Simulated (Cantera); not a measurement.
A Cantera script and what it prints.

```python
import numpy as np
import cantera as ct

gas_names = [...]  # 110 gases of nasa_gas.yaml made of C, H, O
cond_names = """
    C(gr) C6H6(L) C7H8(L) C8H18(L),n-octa H2O(s) H2O(L)
""".split()


# ... load() reads the species with a 1 bar reference pressure and builds the phases ...
atoms = {
    'CO': {'C': 1, 'O': 1},
    'H2O': {'H': 2, 'O': 1},
}
top_T = {'C(gr)': 4500}  # K; cautious upper limits of use, not melting points


# ... equilibrate(T, P, feed) seeds the gas with the atoms and calls Mixture.equilibrate('TP', solver="vcs", rtol=1e-11, max_steps=5000) ...
results = []
T = 1973  # K
P = 87  # Pa
for m in [0.52, 1.2, 1.9, 2.5, 3.2, 3.9, 4.5]:
    feed = {'CO': 1, 'H2O': m}  # mol
    mix = equilibrate(T, P, feed)
    results.append((T, P, feed, dict(zip(mix.species_names, mix.species_moles))))

top = {s: max(r[3][s] / sum(r[3][g] for g in gas_names) for r in results) for s in gas_names}
cols = sorted((s for s in top if top[s] > 1e-06), key=lambda s: -top[s])[:5]
seen = [c for c in cond_names if any(r[3].get(c, 0) > 1e-12 for r in results)]
print("log10 of partial pressures in bar; condensed amounts in mol")
print(f"{'n(H2O)':>10s}" + "".join(f"{s[:9]:>10s}" for s in cols + seen))
for T, P, feed, n in results:
    ng = sum(n[g] for g in gas_names)
    print(f"{feed['H2O']:10.4g}" + "".join(f"{np.log10(max(n[s] / ng * P / 1e5, 1e-99)):10.3f}" for s in cols)
          + "".join(f"{n.get(c, 0):10.4g}" for c in seen))
```

Result:

```
log10 of partial pressures in bar; condensed amounts in mol
    n(H2O)       H2O        CO       CO2        H2         H
      0.52    -3.787    -3.359    -3.888    -3.910    -4.825
       1.2    -3.486    -3.597    -3.860    -3.876    -4.808
       1.9    -3.369    -3.775    -3.892    -3.903    -4.822
       2.5    -3.313    -3.896    -3.927    -3.934    -4.837
       3.2    -3.271    -4.015    -3.968    -3.969    -4.855
       3.9    -3.242    -4.115    -4.008    -4.002    -4.871
       4.5    -3.224    -4.191    -4.040    -4.027    -4.884
```

Method: chemical equilibrium by Gibbs-energy minimisation in Cantera with the NASA 1993 tables (ideal gas, pure condensed phases).
